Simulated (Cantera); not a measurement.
Mixture: CH3OH : O2 : N2 = 1 : 1.61 : 6.06 (molar parts), at 890000 Pa, adiabatic and at constant volume. Ignition delay is the time to a rise of 400 K.

Cantera simulation using GRI-Mech 3.0 (53 species, 325 reactions); the numbers are that mechanism's predictions, not measurements. GRI-Mech 3.0 was tuned for natural gas; its chemistry of methanol as a main component is partial and can be far from experiment.

Problem. What does this change do: 0.02 parts H2 added?

Solution. 
```tsv
quantity	before	after
delay at 1000 K	93.4 ms	77.3 ms
delay at 1200 K	1.60 ms	1.55 ms
delay at 1400 K	93.0 µs	92.0 µs
delay at 1600 K	12.7 µs	12.6 µs
apparent activation energy between 1500 and 1700 K	180 kJ/mol	180 kJ/mol
```
